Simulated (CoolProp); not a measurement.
The numbers come from the reference Helmholtz-energy equation of state, Lemmon 2006 in CoolProp. It is a short technical equation, of lower accuracy than the large ones.

Question: Give the vapour pressure (bar), vapour density (kg/m³), surface tension (mN/m), vapour viscosity (µPa s) of saturated C2F6 (R116) at 226.7, 239.4 K.

Answer: 
```
T (K)  p (bar)  vapour density (kg/m³)  surface tension (mN/m)  vapour viscosity (µPa s)
-----  -------  ----------------------  ----------------------  ------------------------
226.7     4.25                    35.5                    6.87                      10.5
239.4     6.73                    56.3                    5.29                      11.2
```

Viscosity comes from a separate model (Huber 2003), an estimate that may be off by 10 % or more. Surface tension comes from a separate correlation (Mulero 2012).
